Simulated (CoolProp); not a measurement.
Properties of tetrahydrofuran along the isobar 67.2 bar.

Computed with CoolProp (reference Helmholtz-energy equation of state, Fiedler 2023).

```csv
T (°C),phase,density (kg/m³),cv (kJ/(kg K)),Joule-Thomson coefficient (K/MPa),isothermal compressibility (1/MPa),fugacity coefficient
-29.15,liquid,944.3,1.061,-0.4998,0.0006305,0.0002026
-21.65,liquid,936.5,1.076,-0.4906,0.0006642,0.0003356
-14.15,liquid,928.7,1.093,-0.4808,0.0007003,0.0005370
-6.65,liquid,920.9,1.111,-0.4705,0.0007390,0.0008327
0.85,liquid,913.1,1.130,-0.4597,0.0007804,0.001255
8.35,liquid,905.3,(withheld),-0.4486,0.0008249,0.001842
15.95,liquid,897.3,1.173,-0.4369,0.0008735,0.002653
23.45,liquid,889.3,1.196,-0.4251,0.0009250,0.003719
30.95,liquid,881.3,1.219,-0.4129,0.0009805,0.005109
38.45,liquid,873.3,1.244,-0.4004,0.001040,0.006889
45.95,liquid,865.2,(withheld),-0.3876,0.001105,0.009131
53.45,liquid,857.1,(withheld),-0.3745,0.001175,0.01191
60.95,liquid,848.8,1.320,(withheld),0.001251,0.01531
```

Problem. Complete the blanks.

Solution. 
- 8.35, cv (kJ/(kg K)): 1.151
- 45.95, cv (kJ/(kg K)): 1.269
- 53.45, cv (kJ/(kg K)): 1.294
- 60.95, Joule-Thomson coefficient (K/MPa): -0.3610
